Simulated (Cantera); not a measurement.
## Equilibrium for titanium nitride, carbide and oxide coatings: Ti(OiPr)₄ + O₂

Charge: 1 mol Ti(OiPr)₄, a varied amount of O₂, at 1250 °C and 128 Torr.

These are equilibrium values from Cantera (NASA tables, ideal gas, pure condensed phases), not measurements of a reactor. Candidate condensed phases: C, C₆H₆, C₇H₈, C₈H₁₈, H₂O, Ti, TiC, TiO, TiO₂, Ti₂O₃, Ti₃O₅, Ti₄O₇; 113 gas species. The feed counts by its element totals alone. Mutual solubility and eutectic melting of coexisting phases are not modelled. TiC: taken at fixed stoichiometry. Gases not in the tables: TiO(OH)₂. Equilibrium is a limit: real reactors are often held back by kinetics, nucleation or transport.

```csv
n(O₂) (mol),x H₂,x CO,x H₂O,x CO₂,x CH₄,n C(graphite),n TiC(s),n Ti₂O₃(s),n TiO₂(rutile)
0.89,0.707,0.292,5.12e-5,7.88e-6,0.000196,5.22,1.00,0,0
2,0.636,0.364,5.73e-5,1.22e-5,0.000158,3.00,1.00,0,0
3.1,0.578,0.421,6.04e-5,1.64e-5,0.000131,0.798,1.00,0,0
4.2,0.548,0.452,0.000155,4.76e-5,4.65e-5,0,0.442,0.279,0
5.3,0.521,0.456,0.0174,0.00567,3.59e-7,0,0,0,1.00
6.4,0.459,0.433,0.0797,0.0280,5.09e-8,0,0,0,1.00
7.5,0.399,0.408,0.139,0.0531,1.81e-8,0,0,0,1.00
8.6,0.343,0.380,0.196,0.0810,7.57e-9,0,0,0,1.00
```
x: gas mole fraction; n: condensed amount in mol.

From 0.89 mol O₂ to 3.1 mol O₂ the condensed part is C(graphite) + TiC(s). At 4.2 mol O₂ the condensed part is TiC(s) + Ti₂O₃(s). From 5.3 mol O₂ to 8.6 mol O₂ the condensed part is TiO₂(rutile).
